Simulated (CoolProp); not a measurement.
CH3F (R41) at several states: Z from the reference equation and from simpler models built on Tc = 317.3 K, pc = 5.906 MPa, ω = 0.200; each cubic takes its own stable root.

Model: reference Helmholtz-energy equation of state, Lemmon 2006, in CoolProp. It is a short technical equation, of lower accuracy than the large ones.

```tsv
T (K)	p (MPa)	phase	reference	Redlich-Kwong	Soave-Redlich-Kwong	Peng-Robinson
243.1	1.76	liquid	0.03841	0.05063	0.04889	0.04312
293.4	0.132	gas	0.9885	0.9904	0.9902	0.9892
300.1	0.111	gas	0.9910	0.9924	0.9923	0.9915
294.7	0.783	gas	0.9304	0.9419	0.9404	0.9350
389.8	0.0509	gas	0.9983	0.9984	0.9986	0.9983
```
